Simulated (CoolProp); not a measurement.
Vapour-liquid equilibrium of CH2F2 (R32) (1) + methanol (2) at 2.59 bar; x and y are mole fractions of (1).

Computed with CoolProp (multi-fluid Helmholtz-energy mixture model, Tillner-Roth 1997 and de Reuck 1993; pair parameters Bell 2016).

```csv
x,bubble temperature (°C),y at the bubble point,dew temperature at overall composition x (°C),liquid density (mol/L)
0.05,24.9,0.934,88.8,24.41
0.2,…,0.995,83.7,25.26
0.35,-23.9,…,77.8,25.06
0.5,-25.9,0.998,…,24.58
0.65,-26.6,0.998,…,23.95
0.8,…,0.998,…,23.23
0.95,…,…,19.6,22.46
```

### Question
Complete the blanks.

### Answer

- 0.2, bubble temperature (°C): -16.3
- 0.35, y at the bubble point: 0.997
- 0.5, dew temperature at overall composition x (°C): 70.7
- 0.65, dew temperature at overall composition x (°C): 61.5
- 0.8, bubble temperature (°C): -27.7
- 0.8, dew temperature at overall composition x (°C): 48.1
- 0.95, bubble temperature (°C): -30.1
- 0.95, y at the bubble point: 0.999

No azeotrope shows between x = 0.05 and 0.95.

The pair parameters rest on a limited set of measurements; away from them the model extrapolates. With so large a gap from Raoult's law the liquid may split in two, which this calculation doesn't test in full.
